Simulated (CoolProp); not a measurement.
o-xylene along the isobar 5060 kPa: fugacity coefficient from the reference equation and from simpler models built on Tc = 630.3 K, pc = 3737 kPa, ω = 0.312; each cubic takes its own stable root.

Values from CoolProp's reference Helmholtz-energy equation of state, Zhou 2012.

```csv
T (K),phase,reference,Redlich-Kwong,Peng-Robinson
298.2,liquid,0.0002270,0.0009974,0.0002384
311.1,liquid,0.0004631,0.001833,0.0004802
324.1,liquid,0.0008874,0.003179,0.0009110
337,liquid,0.001594,0.005199,0.001625
349.9,liquid,0.002718,0.008112,0.002756
362.9,liquid,0.004441,0.01218,0.004487
375.8,liquid,0.006937,0.01759,0.006994
388.7,liquid,0.01045,0.02458,0.01052
401.7,liquid,0.01526,0.03347,0.01537
414.6,liquid,0.02158,0.04431,0.02174
427.6,liquid,0.02979,0.05746,0.03004
440.5,liquid,0.04004,0.07283,0.04041
453.4,liquid,0.05264,0.09063,0.05321
```
